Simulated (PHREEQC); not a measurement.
4.3 g of hydrous ferric oxide (600 m²/g; 0.2 weak and 0.005 strong sites per Fe, Dzombak-Morel constants, diffuse double layer) in 1 kg of water with 0.001 mol/kgw of an inert sodium salt and 0.03 mmol/kgw Na2SO4, at 25 °C; the pH is set by adding NaOH or the inert anion's acid. Oxygen alone is held at its pressure in air (log pO2 = -0.68). The system is closed to CO2. Precipitation was switched off in this run.

All values are PHREEQC results (ion-association model, wateq4f.dat), not measurements.

```csv
pH,S sorbed (%),surface charge σ (C/m²),surface potential ψ (mV)
4,100.0,0.161,199
4.38,100.0,0.116,187
4.75,100.0,0.082,175
5.12,100.0,0.056,160
5.5,100.0,0.037,143
5.88,99.8,[?],124
6.25,99.3,0.016,[?]
6.62,[?],0.010,84
7,85.3,0.006,63
7.38,52.2,[?],42
7.75,17.5,0.002,21
8.12,3.9,0.000,-1
8.5,0.7,-0.002,-23
8.88,0.1,-0.004,-44
9.25,0.0,-0.007,-65
9.62,0.0,-0.011,-86
10,0.0,-0.017,-107
```

Some entries are withheld; supply them.


- 5.88, surface charge σ (C/m²): 0.024
- 6.25, surface potential ψ (mV): 105
- 6.62, S sorbed (%): 96.8
- 7.38, surface charge σ (C/m²): 0.004

Complexes and solids missing from the database can't appear.
